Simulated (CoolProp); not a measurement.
Fluorine along the isobar 16.2 MPa: Z from the reference equation and from simpler models built on Tc = 144.4 K, pc = 5.240 MPa, ω = 0.045; each cubic takes its own stable root.

The numbers come from the reference Helmholtz-energy equation of state, de Reuck 1990 in CoolProp.

```tsv
T (K)	phase	reference
94.5	liquid	0.5287
117.3	liquid	0.4761
140.1	liquid	0.4635
163	supercritical	0.5069
185.8	supercritical	0.6366
208.7	supercritical	0.7670
231.5	supercritical	0.8548
254.3	supercritical	0.9119
277.2	supercritical	0.9495
300	supercritical	0.9747
```

**Question.** How far does each simpler model (van der Waals, Peng-Robinson) lie from the reference over these 10 states: mean and median of the absolute difference, and the worst?

**Answer.** 
- van der Waals: mean 16.1 %, median 6.6 %, worst +40.8 % at 94.5 K and 16.2 MPa
- Peng-Robinson: mean 4.6 %, median 2.5 %, worst -11.8 % at 94.5 K and 16.2 MPa
